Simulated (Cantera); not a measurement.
Charge: 1 mol PbO, 0.96 mol O2, 17 mol N2, 0.74 mol CO, held at 10000 Pa.

Cantera equilibrium calculation (NASA polynomials, part measured and part estimated; ideal gas, pure solids and liquids). Candidate condensed phases: C, Pb, PbO, PbO2, Pb3O4; 27 gas species. Gases not in the tables: (PbO)n polymers. Equilibrium is a limit: real reactors are often held back by kinetics, nucleation or transport. All values below are at 1273 K.

Base state: N2 0.925, CO2 0.0403, O2 0.0320, PbO 0.00280, NO 0.000140, Pb 4.01e-5 (mole fractions); condensed: PbO(l).

### Question
What changes in the equilibrium state with this change: pressure from 10000 Pa to 570 Pa?

### Answer
```json
[
 {"species": "N2", "before": "0.925", "after": "0.878"},
 {"species": "PbO", "before": "0.00280", "after": "0.0487"},
 {"species": "CO2", "before": "0.0403", "after": "0.0382"},
 {"species": "Pb", "before": "4.01e-5", "after": "0.00294"},
 {"species": "O2", "before": "0.0320", "after": "0.0319"},
 {"species": "NO", "before": "0.000140", "after": "0.000136"},
 {"species": "PbO(l), mol", "before": "0.948", "after": "0"}
]
```
